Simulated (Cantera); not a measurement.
## Equilibrium for hydrogen reduction and annealing atmospheres: Fe₃O₄ + H₂ + H₂O

Input: 1 mol Fe₃O₄, 13 mol H₂, 0.051 mol H₂O, equilibrated at 1950 K and 0.00210 bar.

Equilibrium computed with Cantera from the NASA thermochemical tables; the gas is ideal and each condensed phase is pure. Candidate condensed phases: Fe, FeO, Fe(OH)₂, Fe(OH)₃, Fe₂O₃, Fe₃O₄, H₂O; 12 gas species. Rates play no part.

| Quantity | Value |
|---|---|
| x(H₂) | 0.606 |
| x(H₂O) | 0.275 |
| x(Fe) | 0.0975 |
| x(H) | 0.0195 |
| x(OH) | 0.000802 |
| x(FeO) | 0.000780 |
| x(Fe(OH)₂) | 8.39e-5 |
| x(O) | 1.91e-5 |
| x(O₂) | 3.75e-6 |
| n(Fe(l)) | 1.56 mol |
| gas amount | 14.64 mol |
